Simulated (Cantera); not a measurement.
PbO + CO + N2 + H2 (iron carbonyl, mercury and lead vapours)

Input: 1 mol PbO, 0.39 mol CO, 0.33 mol N2, 1.2 mol H2, held at 410 Pa.

These are equilibrium values from Cantera (NASA tables, ideal gas, pure condensed phases), not measurements of a reactor. Candidate condensed phases: C, C6H6, C7H8, C8H18, H2O, Pb, PbO, PbO2, Pb3O4; 139 gas species. Kinetics and transport are ignored.

```tsv
T (K)	log p H2O	log p Pb	log p H2	log p N2	log p CO2	log p CO	n Pb(l)
1148	-2.82	-3.55	-3.06	-3.18	-3.33	-3.51	0.859
1198	-2.85	-3.20	-3.12	-3.22	-3.39	-3.52	0.655
1248	-2.94	-2.89	-3.22	-3.32	-3.51	-3.59	0.108
1298	-2.95	-2.85	-3.24	-3.33	-3.54	-3.59	0
1348	-2.95	-2.85	-3.25	-3.33	-3.56	-3.57	0
1398	-2.94	-2.85	-3.26	-3.33	-3.57	-3.55	0
1448	-2.94	-2.85	-3.27	-3.33	-3.59	-3.54	0
1498	-2.94	-2.85	-3.27	-3.33	-3.60	-3.53	0
1548	-2.94	-2.85	-3.28	-3.33	-3.62	-3.52	0
```
log p: log10 of the partial pressure in bar; n: condensed amount in mol.

From 1148 K to 1248 K the condensed part is Pb(l). From 1298 K to 1548 K nothing is condensed. The main Pb-bearing gas is Pb throughout.
